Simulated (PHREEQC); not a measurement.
Solution (25 °C): 1.2 mmol/kgw CuSO4, 11 mmol/kgw HBF4 and 4.1 mmol/kgw Na2SO4. Closed to the air; pH follows from the charge balance.

All values are PHREEQC results (ion-association model, phreeqc.dat), not measurements.

**Question.** The ionic strength comes out as 0.0230 mol/kgw. What activity coefficients do CuF+, NaSO4-, SO4-2, HSO4-, BF4- get?

**Answer.** CuF+ 0.86, NaSO4- 0.87, SO4-2 0.56, HSO4- 0.86, BF4- 0.86.

Precipitation was switched off in this run. Real BF4- forms and hydrolyses slowly; the run takes it at equilibrium.
